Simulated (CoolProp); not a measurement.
Aqueous ammonia as a coolant, at 29 °C, 1 atm.

The numbers come from the Melinder's fits for secondary coolants in CoolProp.

| mass % | freezing point (°C) | conductivity (W/(m K)) | viscosity (mPa s) | density (kg/m³) | cp (kJ/(kg K)) |
|---|---|---|---|---|---|
| 5.4 | -6.6 | 0.574 | 0.881 | 972.5 | 4.188 |
| 8.7 | -11.5 | 0.555 | 0.891 | 959.3 | 4.191 |
| 11.9 | -17.0 | 0.536 | (withheld) | (withheld) | 4.193 |
| 15.1 | -23.5 | 0.519 | 0.949 | 935.4 | (withheld) |
| 18.3 | -31.5 | (withheld) | 0.984 | 924.1 | 4.201 |
| 21.5 | -41.4 | 0.488 | 1.01 | 913.1 | 4.207 |
| 24.7 | -54.1 | (withheld) | 1.01 | 902.5 | 4.216 |

Question: What belongs in the gaps?

Answer: 
- 11.9, viscosity (mPa s): 0.913
- 11.9, density (kg/m³): 947.1
- 15.1, cp (kJ/(kg K)): 4.196
- 18.3, conductivity (W/(m K)): 0.502
- 24.7, conductivity (W/(m K)): 0.477
